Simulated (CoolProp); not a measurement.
Vapour-liquid equilibrium of R113 (1) + n-hexane (2) at 105.45 °C; x and y are mole fractions of (1).

Model: multi-fluid Helmholtz-energy mixture model, Marx 1992 and Thol 2019; pair parameters Bell 2016, in CoolProp.

Q: Give the bubble pressure and the first vapour's composition at x = 0.05, 0.35, 0.85. Is there an azeotrope?

A: x = 0.05: 0.2991 MPa, y = 0.096; x = 0.35: 0.3804 MPa, y = 0.485; x = 0.85: 0.4740 MPa, y = 0.887. No azeotrope shows between x = 0.05 and 0.95.

The pair parameters rest on a limited set of measurements; away from them the model extrapolates.
